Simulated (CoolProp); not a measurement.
A single-stage vapour-compression cycle with the fluid: evaporating at 241.15 K (dew point), condensing at 282.15 K (bubble point), superheat 8 K, subcooling 8 K, compressor efficiency 0.6, no pressure losses. The same conditions are run with several fluids, on thermodynamics alone (safety and materials aside).

The numbers come from the reference Helmholtz-energy equation of state of each fluid (sulfur dioxide: Gao 2016; R1224YDZ: Akasaka 2023; R115: Lemmon 2016; carbon dioxide: Span 1996; C2F6 (R116): Lemmon 2006; R407C: Lemmon 2003) in CoolProp. Blends and air are pseudo-pure fits.

Rank sulfur dioxide, R1224YDZ, R115, carbon dioxide, C2F6 (R116), R407C by cooling COP, highest first.

R1224YDZ (3.22), R115 (3.05), sulfur dioxide (3.02), carbon dioxide (2.64), R407C (2.62), C2F6 (R116) (2.49)

| fluid | pressure ratio | discharge temperature (K) | refrigerating effect (kJ/kg) | volumetric capacity (kJ/m³) |
|---|---|---|---|---|
| sulfur dioxide | 6.50 | 438.2 | 368 | 393 |
| R1224YDZ | 7.48 | 319.2 | 161 | 125 |
| R115 | 4.19 | 300.9 | 95.4 | 1030 |
| carbon dioxide | 3.29 | 365.8 | 244 | 7990 |
| C2F6 (R116) | 3.26 | 298.5 | 59.4 | 3350 |
| R407C | 5.96 | 346.8 | 197 | 1080 |
